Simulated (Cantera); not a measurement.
A freely propagating, adiabatic, planar premixed flame of CH₄ : O₂ : N₂ = 1 : 2 : 6.8 (molar parts), unburnt at 475 K and 4.93 atm; unity-Lewis-number transport, grid criteria slope 0.08 and curve 0.16, no radiation.

Detailed kinetics in Cantera: GRI-Mech 3.0 (53 species, 325 reactions). Unity Lewis numbers drop preferential diffusion, which matters most where H2 and H carry the flame. Burning velocities carry a grid error of a few per cent, more on coarse grids.

x: mole fraction of selected species; z is measured from the peak of heat release.

```tsv
z (mm)	T (K)	u (m/s)	x CH₄	x O₂	x N₂O	x HCN	x CH₂CO	x H₂O
-0.330	476	0.454	0.102	0.204	<1e-8	<1e-8	6.96e-8	6.26e-5
-0.220	482	0.460	0.102	0.203	<1e-8	2.73e-8	7.29e-7	0.000656
-0.165	501	0.478	0.101	0.202	<1e-8	1.03e-7	2.76e-6	0.00248
-0.110	618	0.591	0.0935	0.191	2.23e-8	5.80e-7	1.55e-5	0.0139
-0.0550	1103	1.07	0.0620	0.142	1.04e-7	2.73e-6	7.33e-5	0.0652
-0.0275	1541	1.50	0.0317	0.0942	1.84e-7	4.85e-6	0.000128	0.115
0	1982	1.96	0.00448	0.0432	2.80e-7	7.06e-6	8.95e-5	0.164
0.0275	2152	2.12	8.15e-5	0.0226	3.95e-7	3.45e-6	6.27e-6	0.178
0.0550	2222	2.18	___	___	4.48e-7	___	___	0.181
0.110	2298	2.24	<1e-8	0.0139	4.58e-7	8.67e-8	<1e-8	0.186
0.220	2365	2.29	<1e-8	0.0106	4.39e-7	<1e-8	<1e-8	0.190
0.440	2409	2.33	<1e-8	___	4.00e-7	<1e-8	<1e-8	0.193
0.879	2428	2.34	<1e-8	0.00730	3.73e-7	<1e-8	<1e-8	0.195
```

### Question
Complete the blanks.

### Answer

- 0.0550, x CH₄: 1.03e-6
- 0.0550, x O₂: 0.0177
- 0.0550, x HCN: 9.15e-7
- 0.0550, x CH₂CO: 1.86e-7
- 0.440, x O₂: 0.00839
